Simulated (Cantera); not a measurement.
A closed system holds: 1 mol CH4, 0.031 mol CO2, 43 mol H2, equilibrated at 100 Torr.

Cantera equilibrium calculation (NASA polynomials, part measured and part estimated; ideal gas, pure solids and liquids). Candidate condensed phases: C, C6H6, C7H8, C8H18, H2O; 110 gas species. Kinetics and transport are ignored.

x: gas mole fraction; n: condensed amount in mol.

```
T (°C)   x H2     x CH4     x H2O      x CO  n C(graphite)
------  -----  --------  --------  --------  -------------
502     0.975    0.0234   0.00139   2.14e-5              0
602     0.976    0.0228  0.000792  0.000614              0
702     0.982    0.0162  0.000102   0.00130          0.257
802     0.993         ?         ?   0.00136              ?
902     0.996   0.00253   6.32e-6   0.00137          0.855
1002    0.997   0.00123   2.13e-6   0.00138          0.914
1102    0.998         ?         ?   0.00138          0.939
1202    0.998  0.000386   3.78e-7   0.00138          0.951
1302    0.998  0.000242   1.88e-7   0.00138          0.956
```

Complete the blanks.


- 1102, x CH4: 0.000661
- 1102, x H2O: 8.42e-7
- 802, x CH4: 0.00592
- 802, x H2O: 2.28e-5
- 802, n C(graphite): 0.705
